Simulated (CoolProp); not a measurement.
A Linde-Hampson liquefier for dry air: isothermal reversible compression at 280 K from 1 atm to 25 MPa, throttling to 1 atm, return gas leaving the recuperator 5 K below the feed. Each further row changes one setting.

Computed with CoolProp (reference Helmholtz-energy equation of state, Lemmon 2000). It is a pseudo-pure fit of the blend.

```csv
case,liquid yield per pass,compression work (kJ/kg of gas)
as stated,…,440
high pressure 50 MPa,…,…
warm-end temperature 310 K,…,…
warm-end gap 10 K,…,440
```

Question: Complete the blanks.

Answer: 
- as stated, liquid yield per pass: 0.101
- high pressure 50 MPa, liquid yield per pass: 0.116
- high pressure 50 MPa, compression work (kJ/kg of gas): 504
- warm-end temperature 310 K, liquid yield per pass: 0.072
- warm-end temperature 310 K, compression work (kJ/kg of gas): 491
- warm-end gap 10 K, liquid yield per pass: 0.090
